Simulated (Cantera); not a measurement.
A perfectly stirred reactor is fed with C2H6 : N2 = 1 : 61 (molar parts), at 3400 Pa; it is held at 1473 K, and followed from long to short residence time.

Model: GRI-Mech 3.0 (53 species, 325 reactions), integrated in Cantera. GRI-Mech 3.0 stops at C3 and has no aromatics, soot or wall deposition, so with more carbon than oxygen in the feed, carbon stays in small species such as C2H2 where larger ones or solid carbon would form. Radical loss at walls, strong at low pressure, is not modelled.

Question: What does this change do: pressure from 3400 Pa to 1330 Pa?

Answer: 
```
quantity                  before     after
----------------------  --------  --------
x(C2H6) at τ = 1.50 s    4.77e-5   7.56e-5
x(C2H4) at τ = 1.50 s   0.000240  0.000370
x(CH2) at τ = 1.50 s     2.37e-7   6.03e-7
x(C2H2) at τ = 1.50 s     0.0142    0.0139
x(HCN) at τ = 1.50 s     4.25e-6   6.74e-6
x(C2H6) at τ = 12.0 ms   0.00324   0.00536
x(C2H4) at τ = 12.0 ms   0.00578   0.00603
x(CH2) at τ = 12.0 ms    2.20e-6   3.51e-6
x(C2H2) at τ = 12.0 ms   0.00461   0.00239
x(HCN) at τ = 12.0 ms    7.42e-7   7.23e-7
```

Question: What does this change do: temperature 1473 to 2000 K?

Answer: 
```
quantity                  before     after
----------------------  --------  --------
x(C2H6) at τ = 1.50 s    4.77e-5   3.96e-7
x(C2H4) at τ = 1.50 s   0.000240   2.46e-6
x(CH2) at τ = 1.50 s     2.37e-7   3.76e-6
x(C2H2) at τ = 1.50 s     0.0142    0.0135
x(HCN) at τ = 1.50 s     4.25e-6   0.00387
x(C2H6) at τ = 12.0 ms   0.00324   4.81e-5
x(C2H4) at τ = 12.0 ms   0.00578  0.000289
x(CH2) at τ = 12.0 ms    2.20e-6   3.58e-5
x(C2H2) at τ = 12.0 ms   0.00461    0.0136
x(HCN) at τ = 12.0 ms    7.42e-7  0.000339
```
